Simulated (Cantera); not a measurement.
Feed: 1 mol CS₂, 1.6 mol H₂, held at 3223 K and 31.0 mbar.

Method: chemical equilibrium by Gibbs-energy minimisation in Cantera with the NASA 1993 tables (ideal gas, pure condensed phases). Candidate condensed phases: C, C₆H₆, C₇H₈, C₈H₁₈, S; 83 gas species. Kinetics and transport are ignored.

Base state: H 0.497, CS 0.210, S 0.193, H₂ 0.0857, SH 0.00812, S₂ 0.00533, CS₂ 0.000742, C 0.000520 (mole fractions); condensed: gas only.

What changes in the equilibrium state with this change: temperature from 3223 K to 1250 K?


```tsv
species	before	after
H₂	0.0857	0.441
CS₂	0.000742	0.264
H₂S	8.27e-5	0.251
H	0.497	1.82e-6
S	0.193	1.48e-6
CS	0.210	6.11e-5
S₂	0.00533	0.0432
C	0.000520	<1e-9
CH₄	<1e-9	6.64e-5
C₂H	2.55e-5	<1e-9
C₂	1.90e-5	<1e-9
C(graphite), mol	0	0.390
```
Gases not in the tables: S₃ to S₇.

What changes in the equilibrium state with this change: pressure from 31.0 mbar to 10.0 mbar?


```json
[
 {"species": "H", "before": "0.497", "after": "0.565"},
 {"species": "CS", "before": "0.210", "after": "0.198"},
 {"species": "S", "before": "0.193", "after": "0.195"},
 {"species": "H₂", "before": "0.0857", "after": "0.0357"},
 {"species": "H₂S", "before": "8.27e-5", "after": "1.13e-5"},
 {"species": "CS₂", "before": "0.000742", "after": "0.000228"},
 {"species": "S₂", "before": "0.00533", "after": "0.00176"},
 {"species": "C", "before": "0.000520", "after": "0.00150"},
 {"species": "C₂H₂ (acetylene)", "before": "1.90e-5", "after": "6.88e-6"}
]
```
